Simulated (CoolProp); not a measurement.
Vapour-liquid equilibrium of ethane (1) + hydrogen sulfide (2) at 0.492 MPa; x and y are mole fractions of (1).

Values from CoolProp's multi-fluid Helmholtz-energy mixture model, Bücker 2006 and Lemmon 2006; pair parameters Kunz 2012.

Task: Give the bubble temperature and the first vapour's composition at x = 0.05, 0.15, 0.25. Is there an azeotrope?

Result: x = 0.05: -33.6 °C, y = 0.340; x = 0.15: -44.4 °C, y = 0.596; x = 0.25: -48.4 °C, y = 0.675. y crosses x between x = 0.85 and 0.95: the model has an azeotrope there.

Pair parameters are fitted to limited data, so mixtures are less certain than the pure fluids. With so large a gap from Raoult's law the liquid may split in two, which this calculation doesn't test in full.
